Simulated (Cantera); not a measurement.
Input: 1 mol SiC, 0.95 mol N2O, 5.1 mol H2, held at 1250 K and 0.850 Pa.

Method: chemical equilibrium by Gibbs-energy minimisation in Cantera with the NASA 1993 tables (ideal gas, pure condensed phases). Candidate condensed phases: C, C6H6, C7H8, C8H18, H2O, Si, SiC, SiO2, Si2N2O, Si3N4; 151 gas species. Mutual solubility and eutectic melting of coexisting phases are not modelled. Kinetics and transport are ignored.

Base state: H2 0.800, N2 0.100, CO 0.0990, SiO 0.00102, H 0.000148 (mole fractions); condensed: SiC(s) + Si2N2O(s).

**Question.** What changes in the equilibrium state with this change: H2 from 5.1 to 210 mol?

**Answer.** 
```csv
species,before,after
H2,0.800,0.991
N2,0.100,0.00448
SiO,0.00102,0.00224
CO,0.0990,0.00224
H,0.000148,0.000165
"SiC(s), mol",0.369,0.525
"Si2N2O(s), mol",0.312,0
```
